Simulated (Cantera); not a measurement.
Input: 1 mol CO₂, 0.1 mol SO₂, 0.93 mol O₂, at 1925 °C and 0.0100 bar.

Equilibrium computed with Cantera from the NASA thermochemical tables; the gas is ideal and each condensed phase is pure. Candidate condensed phases: C, S; 22 gas species. Rates play no part.

Task: What is the equilibrium state?

Result: 
| Property | Value |
|---|---|
| x(O₂) | 0.456 |
| x(CO₂) | 0.440 |
| x(SO₂) | 0.0473 |
| x(CO) | 0.0388 |
| x(O) | 0.0180 |
| x(SO) | 0.000533 |
| x(SO₃) | 1.08e-5 |
| x(S) | 1.77e-6 |
| gas amount | 2.090 mol |
| log10 activity of S(l) (absent) | -7.44 |
| log10 activity of C(graphite) (absent) | -9.43 |
